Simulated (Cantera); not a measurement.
**Moist CO burnout**

A perfectly stirred reactor is fed with 0.323 % CO, 0.873 % O₂, 3.89 % H₂O, 94.9 % N₂, equivalence ratio 0.18, at 6.32 atm; it is held at 1150 K, and followed from long to short residence time.

Cantera simulation using GRI-Mech 3.0 (53 species, 325 reactions); the numbers are that mechanism's predictions, not measurements.

```csv
τ (s),x CO,x O₂,x H₂O,x HO₂,x H
14,7.02e-5,0.00717,0.0390,3.40e-7,1.19e-9
4.3,0.000170,0.00722,0.0390,6.97e-7,3.26e-9
1.4,0.000359,0.00731,0.0390,1.25e-6,8.28e-9
0.43,0.000725,0.00749,0.0389,2.13e-6,2.09e-8
0.14,0.00129,0.00778,0.0389,3.22e-6,4.46e-8
0.044,0.00203,0.00815,0.0389,4.34e-6,7.88e-8
0.014,0.00268,0.00847,0.0389,5.00e-6,1.05e-7
0.0044,0.00304,0.00864,0.0389,4.97e-6,1.07e-7
0.0014,0.00318,0.00871,0.0389,3.89e-6,7.72e-8
```
x: mole fraction; the columns are a selection and need not sum to one.
